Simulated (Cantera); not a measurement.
An isothermal, constant-pressure homogeneous reactor starts with 2.01 % CH4, 91.3 % H2, 6.67 % H, at 1723 K and 3700 Pa.

Cantera simulation using GRI-Mech 3.0 (53 species, 325 reactions); the numbers are that mechanism's predictions, not measurements. GRI-Mech 3.0 stops at C3 and has no aromatics, soot or wall deposition, so with more carbon than oxygen in the feed, carbon stays in small species such as C2H2 where larger ones or solid carbon would form. Radical loss at walls, strong at low pressure, is not modelled.

x: mole fraction; the columns are a selection and need not sum to one.

```tsv
t (s)	x CH4	x H2	x H	x CH3	x CH2	x C2H6	x C2H4
0.000200	…	0.945	0.0386	0.00554	5.77e-5	9.71e-6	0.000145
0.000646	…	0.959	0.0263	0.00282	3.58e-5	3.72e-6	7.50e-5
0.00209	…	0.971	0.0162	0.00130	1.56e-5	1.30e-6	3.24e-5
0.00674	…	0.979	0.00892	0.000591	4.78e-6	5.07e-7	1.70e-5
0.0218	0.00295	0.984	0.00414	0.000251	1.03e-6	2.02e-7	1.36e-5
0.0704	0.00280	0.987	0.00175	0.000100	1.82e-7	7.36e-8	1.34e-5
0.227	0.00264	0.987	0.000997	5.40e-5	5.66e-8	3.32e-8	1.37e-5
0.734	…	0.988	0.000937	4.45e-5	4.39e-8	2.36e-8	1.39e-5
2.37	…	0.988	0.000941	3.21e-5	3.20e-8	1.25e-8	1.41e-5
7.67	…	0.988	0.000946	1.75e-5	1.76e-8	3.98e-9	1.45e-5
24.8	…	0.989	0.000949	9.02e-6	9.11e-9	1.37e-9	1.47e-5
80.0	…	0.989	0.000949	7.42e-6	7.51e-9	1.07e-9	1.48e-5
```

Task: Some entries are withheld; supply them.

Result: 
- 0.000200, x CH4: 0.00709
- 0.000646, x CH4: 0.00526
- 0.00209, x CH4: 0.00391
- 0.00674, x CH4: 0.00324
- 0.734, x CH4: 0.00232
- 2.37, x CH4: 0.00167
- 7.67, x CH4: 0.000902
- 24.8, x CH4: 0.000464
- 80.0, x CH4: 0.000382
